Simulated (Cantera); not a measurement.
Feed: 1 mol Si, 2.2 mol HCl, 5.4 mol H₂, equilibrated at 725 K and 2400000 Pa.

Cantera equilibrium calculation (NASA polynomials, part measured and part estimated; ideal gas, pure solids and liquids). Candidate condensed phases: Si; 19 gas species. Kinetics and transport are ignored.

Base state: H₂ 0.902, SiHCl₃ 0.0583, SiCl₄ 0.0319, SiH₂Cl₂ 0.00740, SiH₃Cl 0.000206, HCl 0.000153 (mole fractions); condensed: Si(s).

Q: What changes in the equilibrium state with this change: temperature from 725 K to 1675 K?

A: 
| species | before | after |
|---|---|---|
| H₂ | 0.902 | 0.834 |
| HCl | 0.000153 | 0.0848 |
| SiCl₂ | 2.03e-8 | 0.0311 |
| SiHCl₃ | 0.0583 | 0.0198 |
| SiCl₃ | 1.63e-6 | 0.0129 |
| SiCl₄ | 0.0319 | 0.0111 |
| H | <1e-9 | 2.16e-5 |
| SiH₄ | 2.73e-6 | 2.08e-5 |
| Si(s), mol | 0.323 | 0.406 |
The tables' values for SiCl₃ are old estimates; treat these amounts as uncertain. Gases not in the tables: Si₂H₆ and higher silanes.

Q: What changes in the equilibrium state with this change: HCl from 2.2 to 0.68 mol?

A: 
```
species       before     after
----------  --------  --------
H₂             0.902     0.963
SiHCl₃        0.0583    0.0236
SiCl₄         0.0319   0.00914
SiH₂Cl₂      0.00740   0.00423
HCl         0.000153  0.000115
Si(s), mol     0.323     0.782
```

Q: What changes in the equilibrium state with this change: HCl from 2.2 to 5 mol?

A: 
| species | before | after |
|---|---|---|
| H₂ | 0.902 | 0.787 |
| HCl | 0.000153 | 0.107 |
| SiCl₄ | 0.0319 | 0.106 |
| SiHCl₃ | 0.0583 | 0.000242 |
| SiH₃Cl | 0.000206 | <1e-9 |
| SiH₂Cl₂ | 0.00740 | 3.83e-8 |
| Si(s), mol | 0.323 | 0 |
